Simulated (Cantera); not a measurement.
## Transport properties of process gases

Gas mixture: 49.2 % N₂O, 50.8 % H₂O, at 20.0 Torr, frozen composition.

Cantera's kinetic-theory transport with the Lennard-Jones parameters of GRI-Mech 3.0, ideal gas; thermal conductivity in the multicomponent form. Polar gases are described roughly by these parameters. The composition is frozen, though it would react at the higher temperatures.

| T (K) | ρ (kg/m³) | cp (J/kg/K) | μ (µPa s) | λ (mW/m/K) | Pr | D (cm²/s) H₂O | D (cm²/s) CO₂ | D (cm²/s) H₂ |
|---|---|---|---|---|---|---|---|---|
| 400 | 0.0247 | 1247 | 17.4 | 32.0 | 0.679 | 11.1 | 8.77 | 47.2 |
| 650 | 0.0152 | 1401 | 27.2 | 56.4 | 0.676 | 28.2 | 21.8 | 109 |
| 900 | 0.0110 | 1522 | 36.0 | 81.1 | 0.675 | 51.3 | 39.2 | 190 |
| 1150 | 0.00859 | 1617 | 43.9 | 106 | 0.672 | 79.4 | 60.2 | 286 |
| 1400 | 0.00705 | 1695 | 51.2 | 129 | 0.670 | 112 | 84.6 | 397 |
| 1650 | 0.00598 | 1760 | 58.0 | 153 | 0.669 | 149 | 112 | 522 |
| 1900 | 0.00520 | 1814 | 64.3 | 175 | 0.667 | 189 | 142 | 660 |
D: mixture-averaged diffusion coefficient of that species in the mixture.
